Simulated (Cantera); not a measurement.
## Ignition delay

Mixture: 1.000 % CH4, 0.110 % C2H6, 0.800 % C3H8, 15.6 % O2, 82.5 % N2, equivalence ratio 0.41, at 0.642 atm, adiabatic and at constant volume. Ignition delay is the time to a rise of 400 K.

Cantera simulation using GRI-Mech 3.0 (53 species, 325 reactions); the numbers are that mechanism's predictions, not measurements. GRI-Mech 3.0 was tuned for natural gas; its chemistry of propane as a main component is partial and can be far from experiment.

```tsv
T0 (K)	delay (ms)
1100	52.6
1175	11.0
1250	2.73
1325	0.843
1400	0.326
1475	0.155
```

```json
{
 "apparent activation energy between 1325 and 1475 K": "180 kJ/mol"
}
```
